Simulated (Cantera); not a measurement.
Mixture: CO : H2 : CH4 : O2 : N2 : H2O = 1 : 0.47 : 0.37 : 0.776 : 2.92 : 1.4 (molar parts), equivalence ratio 1.9, at 5.00 bar, adiabatic and at constant volume. Ignition delay is the time to a rise of 400 K.

Model: GRI-Mech 3.0 (53 species, 325 reactions), integrated in Cantera.

Predict: delay at 1250 K; delay at 1325 K; delay at 1400 K; delay at 1475 K; delay at 1550 K; delay at 1625 K; apparent activation energy between 1475 and 1625 K.

delay at 1250 K: 0.252 ms
delay at 1325 K: 0.141 ms
delay at 1400 K: 86.0 µs
delay at 1475 K: 54.6 µs
delay at 1550 K: 35.6 µs
delay at 1625 K: 23.8 µs
apparent activation energy between 1475 and 1625 K: 110 kJ/mol
